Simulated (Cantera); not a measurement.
Mixture: 3.43 % CH4, 15.6 % O2, 81.0 % N2, at 0.395 atm, adiabatic and at constant pressure. Ignition delay is the time to a rise of 400 K.

Computed with Cantera and GRI-Mech 3.0 (53 species, 325 reactions).

### Question
Predict: delay at 1125 K; delay at 1275 K; delay at 1425 K; delay at 1575 K; apparent activation energy between 1500 and 1650 K.

### Answer
- delay at 1125 K: 0.268 s
- delay at 1275 K: 28.5 ms
- delay at 1425 K: 4.91 ms
- delay at 1575 K: 1.41 ms
- apparent activation energy between 1500 and 1650 K: 140 kJ/mol
